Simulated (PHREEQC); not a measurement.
Make-up at 80 °C: 0.0096 mol/kgw AgNO3 and 0.002 mol/kgw KBr. Closed to the air; pH follows from the charge balance.

Computed with PHREEQC (ion-association model, wateq4f.dat).

| quantity | before | after |
|---|---|---|
| pH | 6.30 | 6.30 |
| ionic strength (mol/kgw) | 0.00963 | 0.0120 |
| Ag+ (mol/kgw) | 0.00763 | 0.00315 |
| AgNO3 (mol/kgw) | 2.96e-5 | 1.20e-5 |
| AgOH (mol/kgw) | 1.35e-8 | 5.52e-9 |
| SI of Ag2O (Ag2O) | -3.13 | -3.90 |

Question: What was changed between the two runs?
(A) 0.0069 mol/kgw NaCl added
(B) diluted 100-fold with water
(C) KBr left out
(D) KBr from 0.002 to 0.02 mol/kgw
(E) KBr from 0.002 to 0.0002 mol/kgw

Answer: A, 0.0069 mol/kgw NaCl added

Precipitation was switched off in this run. Some of these states are supersaturated (in Bromyrite, Cerargyrite, for instance). At this temperature some constants are extrapolated from 25 °C, and those without enthalpy data are left unchanged.
